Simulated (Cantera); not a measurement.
A closed system holds: 1 mol SiHCl₃, 0.1 mol HCl, 240 mol N₂, held at 0.0220 bar.

These are equilibrium values from Cantera (NASA tables, ideal gas, pure condensed phases), not measurements of a reactor. Candidate condensed phases: NH₄Cl, Si, Si₃N₄; 28 gas species. N₂ is the only nitrogen source here; it is nearly inert below about 1500 K, so the nitride shown seldom forms there in practice. The tables' values for SiCl₃ are old estimates; treat these amounts as uncertain. Rates play no part. All values below are at 1498 K.

Base state: N₂ 0.992, HCl 0.00406, SiCl₂ 0.00361, SiCl₃ 0.000354, H₂ 0.000240, SiCl₄ 0.000111, Cl 2.45e-5 (mole fractions); condensed: Si₃N₄(s).

Q: What changes in the equilibrium state with this change: N₂ from 240 to 51 mol?

A: 
| species | before | after |
|---|---|---|
| N₂ | 0.992 | 0.963 |
| HCl | 0.00406 | 0.0182 |
| SiCl₂ | 0.00361 | 0.0134 |
| SiHCl₃ | 6.74e-7 | 1.12e-5 |
| SiCl₄ | 0.000111 | 0.00150 |
| SiCl₃ | 0.000354 | 0.00251 |
| Si₃N₄(s), mol | 0.00480 | 0.0259 |

Q: What changes in the equilibrium state with this change: pressure from 0.0220 bar to 0.133 bar?

A: 
```json
[
 {"species": "N₂", "before": "0.992", "after": "0.992"},
 {"species": "HCl", "before": "0.00406", "after": "0.00426"},
 {"species": "SiCl₂", "before": "0.00361", "after": "0.00197"},
 {"species": "SiCl₄", "before": "0.000111", "after": "0.000669"},
 {"species": "Cl", "before": "2.45e-5", "after": "1.34e-5"},
 {"species": "SiCl₃", "before": "0.000354", "after": "0.000643"},
 {"species": "Si₃N₄(s), mol", "before": "0.00480", "after": "0.0686"}
]
```
